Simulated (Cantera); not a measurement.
Input (Python, Cantera):

```python
import numpy as np
import cantera as ct

surf = ct.Interface("ptcombust.yaml", "Pt_surf")
gas = surf.adjacent["gas"]
gas.TPX = 548, 250000, {'H2': 0.023, 'O2': 0.19, 'N2': 0.79}
surf.TP = 548, 250000
reactor = ct.FlowReactor(gas, clone=False)
reactor.area = 0.0001  # m2
reactor.surface_area_to_volume_ratio = 160  # 1/m
reactor.mass_flow_rate = 3 * reactor.area * gas.density  # inlet velocity 3 m/s
reactor.energy_enabled = False
wall = ct.ReactorSurface(surf, reactor, clone=False)
net = ct.ReactorNet([reactor])
net.rtol, net.atol = 1e-8, 1e-16
show, cover = ['H2', 'O2', 'H2O'], ['PT(S)', 'H(S)', 'O(S)', 'OH(S)', 'CO(S)', 'C(S)']

rows = []
print(f"{'z/m':>9s}{'u/(m/s)':>9s}" + "".join(f"{s:>13s}" for s in show + cover))
for z in [0.00035, 0.00067, 0.0013, 0.0025, 0.0048, 0.0093, 0.018, 0.035]:
    net.advance(z)
    rows.append([reactor.speed, *gas[show].X, *surf[cover].coverages])
    print(f"{z:9.4g}{rows[-1][0]:9.3g}" + "".join(f"{x:13.4e}" for x in rows[-1][1:]))
```

Result:

```
      z/m  u/(m/s)           H2           O2          H2O        PT(S)         H(S)         O(S)        OH(S)        CO(S)         C(S)
  0.00035        3   2.0879e-02   1.8859e-01   2.0759e-03   1.7191e-01   6.4921e-07   7.8495e-01   4.2922e-02  -4.2343e-27  -2.8509e-31
  0.00067     2.99   1.9292e-02   1.8794e-01   3.6819e-03   1.5939e-01   5.4833e-07   7.9694e-01   4.3425e-02   5.6578e-27   5.5796e-31
   0.0013     2.99   1.6765e-02   1.8690e-01   6.2377e-03   1.3928e-01   4.0710e-07   8.1676e-01   4.3681e-02  -1.3082e-26  -2.3051e-30
   0.0025     2.99   1.3392e-02   1.8552e-01   9.6500e-03   1.1209e-01   2.5392e-07   8.4476e-01   4.2859e-02   3.3218e-25   1.3298e-29
   0.0048     2.98   9.6332e-03   1.8398e-01   1.3452e-02   8.1303e-02   1.2816e-07   8.7844e-01   3.9994e-02  -1.0020e-24  -4.3922e-29
   0.0093     2.97   6.1924e-03   1.8257e-01   1.6933e-02   5.2667e-02   5.1839e-08   9.1233e-01   3.4798e-02  -1.6846e-24  -7.0919e-29
    0.018     2.97   3.6485e-03   1.8153e-01   1.9506e-02   3.1209e-02   1.7772e-08   9.4035e-01   2.8311e-02  -3.9927e-24  -3.6495e-28
    0.035     2.97   2.0179e-03   1.8086e-01   2.1156e-02   1.7325e-02   5.4265e-09   9.6075e-01   2.1849e-02  -3.0685e-26   1.5122e-30
```

Detailed kinetics in Cantera: Deutschmann's 1995 Pt surface mechanism with GRI-Mech 3.0 gas chemistry. Catalytic surfaces can have several steady states; this one follows from the mechanism file's or the stated starting coverage. Mass transfer to the wall is taken as infinitely fast.
